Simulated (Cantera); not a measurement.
# Counterflow diffusion flame

A counterflow diffusion flame at 39000 Pa, nozzles 20 mm apart: fuel side CH4 : N2 = 1 : 1.7 (molar parts) at 600 K, oxidiser side O2 : N2 = 0.22 : 0.78 (molar parts) at 648 K, fuel mass flux 1 times the oxidiser's; mixture-averaged transport, no radiation.

Model: GRI-Mech 3.0 (53 species, 325 reactions), integrated in Cantera. GRI-Mech 3.0 has no aromatics or soot, which form on the fuel side of real flames. The maximum strain rate includes the flame's own expansion and is several times the mean. A flux with no burning solution from the previous one only brackets extinction.

| oxidiser flux (kg/m²/s) | max strain (1/s) | mean strain (1/s) | T max (K) | peak x OH | peak x H | peak x NO | peak x CO | peak x C2H2 |
|---|---|---|---|---|---|---|---|---|
| 0.098 | 189 | 50.0 | 1984 | 0.00740 | 0.00555 | 0.000202 | 0.0484 | 0.00765 |
| 0.14 | 262 | 71.4 | 1965 | 0.00718 | 0.00571 | 0.000172 | 0.0481 | 0.00716 |
| 0.19 | 346 | 97.0 | 1947 | 0.00696 | 0.00580 | 0.000144 | 0.0480 | 0.00665 |
| 0.27 | 479 | 138 | 1926 | 0.00668 | 0.00585 | 0.000112 | 0.0482 | 0.00597 |
| 0.38 | 657 | 194 | 1901 | 0.00630 | 0.00576 | 8.18e-5 | 0.0484 | 0.00510 |
| 0.54 | 910 | 276 | 1866 | 0.00571 | 0.00541 | 5.09e-5 | 0.0488 | 0.00392 |
| 0.76 | 1250 | 388 | 1810 | 0.00477 | 0.00458 | 2.33e-5 | 0.0489 | 0.00243 |
x: mole fraction; the columns are a selection and need not sum to one.

At the next flux tried, 1.1 kg/m²/s, no burning solution was found from the previous one.
